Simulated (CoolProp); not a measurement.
20 sccm (0 °C, 1 atm) of nitrogen bubbles through liquid n-octane at 297.7 K and leaves saturated at a total pressure of 0.00502 MPa (ideal gas phase). Each further row changes one setting.

Values from CoolProp's reference Helmholtz-energy equation of state, Beckmüller 2019.

```csv
case,vapour pressure (kPa),mole fraction of vapour,delivery (mg/min),delivery (sccm),change of delivery for a bath 1 K warmer (%)
as stated,1.83,___,___,___,___
bath temperature 302.7 K,___,___,___,18.5,11
total pressure 0.01 MPa,1.83,___,22.8,4.47,7.2
```

Q: Fill in the missing entries.

A: 
- as stated, mole fraction of vapour: 0.364
- as stated, delivery (mg/min): 58.3
- as stated, delivery (sccm): 11.4
- as stated, change of delivery for a bath 1 K warmer (%): 9.4
- bath temperature 302.7 K, vapour pressure (kPa): 2.41
- bath temperature 302.7 K, mole fraction of vapour: 0.480
- bath temperature 302.7 K, delivery (mg/min): 94.1
- total pressure 0.01 MPa, mole fraction of vapour: 0.183
